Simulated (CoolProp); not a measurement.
Vapour-liquid equilibrium of R143a (1) + n-butane (2) at 0.678 bar; x and y are mole fractions of (1).

Computed with CoolProp (multi-fluid Helmholtz-energy mixture model, Lemmon and Jacobsen 2000 and Bücker 2006; pair parameters Bell 2016).

```csv
x,bubble temperature (K),y at the bubble point,dew temperature at overall composition x (K),liquid density (mol/L)
0.05,241.0,0.636,261.3,10.99
0.2,223.8,0.869,257.3,11.58
0.35,221.1,0.894,252.7,11.96
0.5,220.5,0.899,247.2,12.34
0.65,220.1,0.906,240.2,12.77
0.8,219.3,0.924,230.3,13.29
0.95,218.1,0.971,218.5,13.91
```

No azeotrope shows between x = 0.05 and 0.95.

The pair parameters rest on a limited set of measurements; away from them the model extrapolates. With so large a gap from Raoult's law the liquid may split in two, which this calculation doesn't test in full.
